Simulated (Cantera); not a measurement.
**Silicon etching in halogen gases: Si + HCl**

Charge: 1 mol Si, a varied amount of HCl, at 29.0 Pa.

Cantera equilibrium calculation (NASA polynomials, part measured and part estimated; ideal gas, pure solids and liquids). Candidate condensed phases: Si; 19 gas species. The tables' values for SiCl₃ are old estimates. The numbers say what is thermodynamically allowed, not how fast it happens.

**Question.** Map the stable condensed phases over T = 452, 527, 602, 677, 752, 827, 902, 977, 1052, 1127 °C and n(HCl) in mol = 2.8, 3.5, 4.3, 5.3, 6.6, 8.1, 10, 12.

**Answer.** 
```
T in °C \ n(HCl) in mol
         2.8 3.5 4.3 5.3 6.6 8.1  10  12
   1127    A   A   A   A   A   A   A   A
   1052    A   A   A   A   A   A   A   A
    977    B   A   A   A   A   A   A   A
    902    B   A   A   A   A   A   A   A
    827    B   B   A   A   A   A   A   A
    752    B   B   A   A   A   A   A   A
    677    B   B   A   A   A   A   A   A
    602    B   B   A   A   A   A   A   A
    527    B   B   A   A   A   A   A   A
    452    B   B   A   A   A   A   A   A
```
A: gas only; B: Si.
